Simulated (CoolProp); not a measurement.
p-xylene along the isotherm 620 K: Z from the reference equation and from simpler models built on Tc = 616.2 K, pc = 3.532 MPa, ω = 0.324; each cubic takes its own stable root.

Values from CoolProp's reference Helmholtz-energy equation of state, Zhou 2012.

```json
[
 {"p (MPa)": "1.18", "phase": "gas", "reference": "0.8673", "van der Waals": "0.8928", "Redlich-Kwong": "0.8789", "Soave-Redlich-Kwong": "[?]"},
 {"p (MPa)": "2.35", "phase": "gas", "reference": "0.7055", "van der Waals": "0.7560", "Redlich-Kwong": "0.7291", "Soave-Redlich-Kwong": "0.7307"},
 {"p (MPa)": "3.53", "phase": "gas", "reference": "0.4252", "van der Waals": "0.4871", "Redlich-Kwong": "0.4586", "Soave-Redlich-Kwong": "0.4691"},
 {"p (MPa)": "4.71", "phase": "supercritical", "reference": "0.2184", "van der Waals": "0.3273", "Redlich-Kwong": "0.2761", "Soave-Redlich-Kwong": "0.2786"},
 {"p (MPa)": "5.89", "phase": "supercritical", "reference": "0.2534", "van der Waals": "0.3769", "Redlich-Kwong": "0.3120", "Soave-Redlich-Kwong": "0.3137"},
 {"p (MPa)": "7.06", "phase": "supercritical", "reference": "0.2910", "van der Waals": "0.4300", "Redlich-Kwong": "0.3519", "Soave-Redlich-Kwong": "0.3533"},
 {"p (MPa)": "8.24", "phase": "supercritical", "reference": "0.3293", "van der Waals": "0.4841", "Redlich-Kwong": "0.3928", "Soave-Redlich-Kwong": "0.3941"},
 {"p (MPa)": "9.42", "phase": "supercritical", "reference": "0.3674", "van der Waals": "0.5379", "Redlich-Kwong": "0.4336", "Soave-Redlich-Kwong": "0.4349"},
 {"p (MPa)": "10.6", "phase": "supercritical", "reference": "0.4052", "van der Waals": "0.5914", "Redlich-Kwong": "0.4740", "Soave-Redlich-Kwong": "0.4752"},
 {"p (MPa)": "11.8", "phase": "supercritical", "reference": "0.4434", "van der Waals": "[?]", "Redlich-Kwong": "0.5147", "Soave-Redlich-Kwong": "0.5159"},
 {"p (MPa)": "12.9", "phase": "supercritical", "reference": "0.4780", "van der Waals": "0.6943", "Redlich-Kwong": "0.5516", "Soave-Redlich-Kwong": "0.5527"},
 {"p (MPa)": "14.1", "phase": "supercritical", "reference": "0.5155", "van der Waals": "0.7473", "Redlich-Kwong": "0.5914", "Soave-Redlich-Kwong": "0.5925"},
 {"p (MPa)": "15.3", "phase": "supercritical", "reference": "0.5526", "van der Waals": "[?]", "Redlich-Kwong": "0.6308", "Soave-Redlich-Kwong": "[?]"},
 {"p (MPa)": "16.5", "phase": "supercritical", "reference": "[?]", "van der Waals": "0.8520", "Redlich-Kwong": "0.6698", "Soave-Redlich-Kwong": "0.6709"},
 {"p (MPa)": "17.7", "phase": "supercritical", "reference": "0.6260", "van der Waals": "0.9038", "Redlich-Kwong": "0.7084", "Soave-Redlich-Kwong": "0.7095"}
]
```

**Question.** Some entries are withheld; supply them.

**Answer.** 
- 1.18, Soave-Redlich-Kwong: 0.8794
- 11.8, van der Waals: 0.6453
- 15.3, van der Waals: 0.7999
- 15.3, Soave-Redlich-Kwong: 0.6319
- 16.5, reference: 0.5894
